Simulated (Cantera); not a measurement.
An isothermal, constant-pressure homogeneous reactor starts with CH₄ : N₂ = 1 : 5.6 (molar parts), at 1925 K and 368 Torr.

Model: GRI-Mech 3.0 (53 species, 325 reactions), integrated in Cantera. GRI-Mech 3.0 stops at C3 and has no aromatics, soot or wall deposition, so with more carbon than oxygen in the feed, carbon stays in small species such as C2H2 where larger ones or solid carbon would form.

One state of this run: x CH₄ = 0.000261; x C₂H₂ = 0.0651; x CH₃ = 1.61e-5; x C₂H = 2.89e-6; x CH₂ = 6.18e-8. x: mole fraction; the columns are a selection and need not sum to one.

Which value of t (s) does it belong to?
A) 0.141
B) 0.0490
C) 27.8
D) 0.000248

C, 27.8
